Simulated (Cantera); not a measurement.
Input (Python, Cantera) and output of one run.

```python
import numpy as np
import cantera as ct

gas_names = """
    C CN CO CO2 C2 CCN CNC C2N2 C2O C3 C3O2 C4 C4N2 C5 Cu CuO Cu2 N NCO NO NO2 NO3 N2 N2O O O2 O3
""".split()
cond_names = """
    C(gr) Cu(cr) Cu(L) CuO(s) Cu2O(s) Cu2O(L)
""".split()


# ... load() reads the species with a 1 bar reference pressure and builds the phases ...
atoms = {
    'Cu2O': {'Cu': 2, 'O': 1},
    'C': {'C': 1},
    'N2': {'N': 2},
}
top_T = {'C(gr)': 4500, 'CuO(s)': 1390}  # K; cautious upper limits of use, not melting points


# ... equilibrate(T, P, feed) seeds the gas with the atoms and calls Mixture.equilibrate('TP', solver="vcs", rtol=1e-11, max_steps=5000) ...
results = []
feed = {'Cu2O': 1, 'C': 2.1, 'N2': 0.2}  # mol
P = 10000  # Pa
for T in [1225, 1275, 1325, 1375, 1425, 1475, 1525, 1575, 1625, 1675, 1725]:
    mix = equilibrate(T, P, feed)
    results.append((T, P, feed, dict(zip(mix.species_names, mix.species_moles))))

top = {s: max(r[3][s] / sum(r[3][g] for g in gas_names) for r in results) for s in gas_names}
cols = sorted((s for s in top if top[s] > 1e-06), key=lambda s: -top[s])[:8]
seen = [c for c in cond_names if any(r[3].get(c, 0) > 1e-12 for r in results)]
print("log10 of partial pressures in bar; condensed amounts in mol")
print(f"{'T/K':>10s}" + "".join(f"{s[:9]:>10s}" for s in cols + seen))
for T, P, feed, n in results:
    ng = sum(n[g] for g in gas_names)
    print(f"{T:10.4g}" + "".join(f"{np.log10(max(n[s] / ng * P / 1e5, 1e-99)):10.3f}" for s in cols)
          + "".join(f"{n.get(c, 0):10.4g}" for c in seen))
```

It prints:

```
log10 of partial pressures in bar; condensed amounts in mol
       T/K        CO        N2        Cu       CO2       Cu2     C(gr)    Cu(cr)     Cu(L)
      1225    -1.080    -1.778    -7.616    -4.033   -12.040     1.101         2         0
      1275    -1.079    -1.778    -7.063    -4.313   -11.256     1.101         2         0
      1325    -1.079    -1.778    -6.552    -4.572   -10.533       1.1         2         0
      1375    -1.079    -1.778    -6.085    -4.811    -9.877       1.1         0         2
      1425    -1.079    -1.778    -5.663    -5.033    -9.293       1.1         0         2
      1475    -1.079    -1.778    -5.271    -5.239    -8.749       1.1         0         2
      1525    -1.079    -1.778    -4.905    -5.431    -8.243       1.1         0         2
      1575    -1.079    -1.778    -4.563    -5.610    -7.771       1.1         0         2
      1625    -1.079    -1.778    -4.243    -5.778    -7.328       1.1         0     1.999
      1675    -1.080    -1.779    -3.942    -5.935    -6.914       1.1         0     1.999
      1725    -1.080    -1.779    -3.660    -6.083    -6.525       1.1         0     1.997
```

These are equilibrium values from Cantera (NASA tables, ideal gas, pure condensed phases), not measurements of a reactor.
